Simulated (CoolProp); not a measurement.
The fluid at 253 K and 0.653 MPa is throttled through a valve to 0.366 MPa with no heat exchange. The same conditions are run with several fluids, on thermodynamics alone (safety and materials aside).

Model: reference Helmholtz-energy equation of state of each fluid (R236EA: Rui 2013; tetrahydrofuran: Fiedler 2023; n-pentane: Thol 2019; cis-2-butene: Lemmon 2005; C3F8 (R218): Lemmon 2006), in CoolProp.

| fluid | final density (kg/m³) |
|---|---|
| R236EA | [?] |
| tetrahydrofuran | [?] |
| n-pentane | [?] |
| cis-2-butene | [?] |
| C3F8 (R218) | 1540 |

Some entries are withheld; supply them.


- R236EA, final density (kg/m³): 1560
- tetrahydrofuran, final density (kg/m³): 931
- n-pentane, final density (kg/m³): 665
- cis-2-butene, final density (kg/m³): 667
